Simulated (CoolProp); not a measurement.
The numbers come from the reference Helmholtz-energy equation of state, Span 1996 in CoolProp.

Problem. Give the vapour pressure (bar), liquid density (kg/m³), vapour density (kg/m³), liquid cp (kJ/(kg K)) of saturated carbon dioxide at 286.4 K.

Solution. 
```json
[
 {"T (K)": "286.4", "p (bar)": "48.8", "liquid density (kg/m³)": "836", "vapour density (kg/m³)": "151", "liquid cp (kJ/(kg K))": "3.25"}
]
```
